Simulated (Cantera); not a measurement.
Input: 1 mol Si₃N₄, 1.4 mol O₂, 66 mol H₂, equilibrated at 1548 K and 21.0 Pa.

Cantera equilibrium calculation (NASA polynomials, part measured and part estimated; ideal gas, pure solids and liquids). Candidate condensed phases: H₂O, Si, SiO₂, Si₂N₂O, Si₃N₄; 35 gas species. The numbers say what is thermodynamically allowed, not how fast it happens.

Base state: H₂ 0.930, SiO 0.0395, N₂ 0.0282, H 0.00205, Si 0.000151 (mole fractions); condensed: Si(s).

Problem. What changes in the equilibrium state with this change: 0.093 mol CO₂ added?

Solution. 
| species | before | after |
|---|---|---|
| H₂ | 0.930 | 0.928 |
| SiO | 0.0395 | 0.0407 |
| N₂ | 0.0282 | 0.0281 |
| CO | 0 | 0.00131 |
| H | 0.00205 | 0.00205 |
| Si | 0.000151 | 0.000151 |
| Si(s), mol | 0.189 | 0.0953 |
| SiC(s), mol | 0 | 1.67e-5 |
Mutual solubility and eutectic melting of coexisting phases are not modelled. Further candidate phases: C, C₆H₆, C₇H₈, C₈H₁₈, SiC.

Problem. What changes in the equilibrium state with this change: temperature from 1548 K to 1473 K?

Solution. 
| species | before | after |
|---|---|---|
| H₂ | 0.930 | 0.937 |
| SiO | 0.0395 | 0.0369 |
| N₂ | 0.0282 | 0.0256 |
| Si | 0.000151 | 7.66e-6 |
| H | 0.00205 | 0.000845 |
| Si(s), mol | 0.189 | 0 |
| Si₂N₂O(s), mol | 0 | 0.199 |

Problem. What changes in the equilibrium state with this change: temperature from 1548 K to 1925 K?

Solution. 
```json
[
 {"species": "H₂", "before": "0.930", "after": "0.870"},
 {"species": "H", "before": "0.00205", "after": "0.0615"},
 {"species": "SiO", "before": "0.0395", "after": "0.0382"},
 {"species": "Si", "before": "0.000151", "after": "0.00270"},
 {"species": "N₂", "before": "0.0282", "after": "0.0273"},
 {"species": "SiH", "before": "5.60e-6", "after": "2.97e-5"},
 {"species": "Si(s), mol", "before": "0.189", "after": "0"}
]
```
